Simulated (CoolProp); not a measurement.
Vapour-liquid equilibrium of R143a (1) + dimethyl ether (2) at 236.6 K; x and y are mole fractions of (1).

Model: multi-fluid Helmholtz-energy mixture model, Lemmon and Jacobsen 2000 and Wu 2011; pair parameters Bell 2016, in CoolProp.

| x | bubble pressure, mixture model (MPa) | bubble pressure, Raoult's law (MPa) | y, mixture model | y, Raoult's law |
|---|---|---|---|---|
| 0.05 | 0.06567 | 0.06419 | 0.144 | 0.128 |
| 0.15 | … | 0.07468 | 0.351 | 0.329 |
| 0.25 | 0.08998 | 0.08517 | … | 0.481 |
| 0.35 | 0.1009 | 0.09567 | … | 0.600 |
| 0.45 | … | 0.1062 | … | 0.695 |
| 0.55 | 0.1212 | 0.1167 | 0.760 | 0.773 |
| 0.65 | 0.1309 | 0.1271 | 0.822 | 0.838 |
| 0.75 | 0.1403 | 0.1376 | 0.877 | 0.893 |
| 0.85 | 0.1497 | 0.1481 | 0.929 | 0.940 |
| 0.95 | 0.1591 | 0.1586 | 0.977 | 0.981 |

**Question.** What belongs in the gaps?

**Answer.** 
- 0.15, bubble pressure, mixture model (MPa): 0.07829
- 0.25, y, mixture model: 0.495
- 0.35, y, mixture model: 0.603
- 0.45, bubble pressure, mixture model (MPa): 0.1113
- 0.45, y, mixture model: 0.688

The largest gap from Raoult's law is +5.6 % in bubble pressure, at x = 0.25. No azeotrope shows between x = 0.05 and 0.95.

The pair parameters rest on a limited set of measurements; away from them the model extrapolates.
